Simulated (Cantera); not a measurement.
# N2O furnace oxynitridation

An isothermal, constant-pressure homogeneous reactor starts with N2O : H2O = 1 : 0.078 (molar parts), at 1475 K and 0.180 bar.

Cantera simulation using GRI-Mech 3.0 (53 species, 325 reactions); the numbers are that mechanism's predictions, not measurements. GRI-Mech 3.0 was tuned for natural gas; its chemistry of N2O as a main component is partial and can be far from experiment. The temperature is held fixed by assumption; the heat of reaction is taken as removed at once.

```json
[
 {"t (s)": "0.000700", "x N2O": "0.918", "x H2O": "0.0720", "x H2O2": "2.58e-7", "x OH": "0.000251", "x NO": "0.00127"},
 {"t (s)": "0.00188", "x N2O": "0.902", "x H2O": "0.0716", "x H2O2": "1.88e-7", "x OH": "0.000271", "x NO": "0.00334"},
 {"t (s)": "0.00506", "x N2O": "0.861", "x H2O": "0.0705", "x H2O2": "1.21e-7", "x OH": "0.000288", "x NO": "0.00862"},
 {"t (s)": "0.0136", "x N2O": "0.762", "x H2O": "0.0681", "x H2O2": "6.62e-8", "x OH": "0.000304", "x NO": "0.0213"},
 {"t (s)": "0.0366", "x N2O": "0.563", "x H2O": "0.0632", "x H2O2": "3.40e-8", "x OH": "0.000307", "x NO": "0.0467"},
 {"t (s)": "0.0984", "x N2O": "0.277", "x H2O": "0.0561", "x H2O2": "1.96e-8", "x OH": "0.000287", "x NO": "0.0818"},
 {"t (s)": "0.265", "x N2O": "0.0585", "x H2O": "0.0508", "x H2O2": "1.22e-8", "x OH": "0.000236", "x NO": "0.106"},
 {"t (s)": "0.711", "x N2O": "0.00305", "x H2O": "0.0495", "x H2O2": "3.66e-9", "x OH": "0.000110", "x NO": "0.109"},
 {"t (s)": "1.91", "x N2O": "9.05e-6", "x H2O": "0.0494", "x H2O2": "1.93e-9", "x OH": "7.19e-5", "x NO": "0.109"},
 {"t (s)": "5.14", "x N2O": "2.81e-6", "x H2O": "0.0494", "x H2O2": "1.93e-9", "x OH": "7.18e-5", "x NO": "0.109"},
 {"t (s)": "13.8", "x N2O": "2.79e-6", "x H2O": "0.0494", "x H2O2": "1.93e-9", "x OH": "7.18e-5", "x NO": "0.109"},
 {"t (s)": "37.2", "x N2O": "2.75e-6", "x H2O": "0.0494", "x H2O2": "1.93e-9", "x OH": "7.19e-5", "x NO": "0.108"},
 {"t (s)": "100", "x N2O": "2.65e-6", "x H2O": "0.0494", "x H2O2": "1.93e-9", "x OH": "7.19e-5", "x NO": "0.106"}
]
```
x: mole fraction; the columns are a selection and need not sum to one.

Equilibrium at this temperature and pressure: N2O 2.81e-8, H2O 0.0494, H2O2 2.11e-9, OH 7.52e-5, NO 0.00119 (gas phase only).
